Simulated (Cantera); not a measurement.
Feed: 1 mol SiC, 0.36 mol Si, 7.1 mol N2, held at 1998.15 K and 1 atm.

Method: chemical equilibrium by Gibbs-energy minimisation in Cantera with the NASA 1993 tables (ideal gas, pure condensed phases). Candidate condensed phases: C, Si, SiC, Si3N4; 20 gas species. Mutual solubility and eutectic melting of coexisting phases are not modelled. Kinetics and transport are ignored.

Base state: N2 1.000, Si 1.23e-5 (mole fractions); condensed: SiC(s) + Si3N4(s).

What changes in the equilibrium state with this change: temperature from 1998.15 K to 2975 K?


```tsv
species	before	after
N2	1.000	0.865
Si	1.23e-5	0.0589
SiC2	1.75e-8	0.0431
Si2C	3.35e-7	0.0230
C3	<1e-9	0.000204
SiC	<1e-9	0.000193
Si3	2.34e-9	0.000169
Si2	3.72e-8	0.00179
SiC(s), mol	1.000	0.0694
Si3N4(s), mol	0.120	0
```
The tables' values for SiN are old estimates; treat these amounts as uncertain.
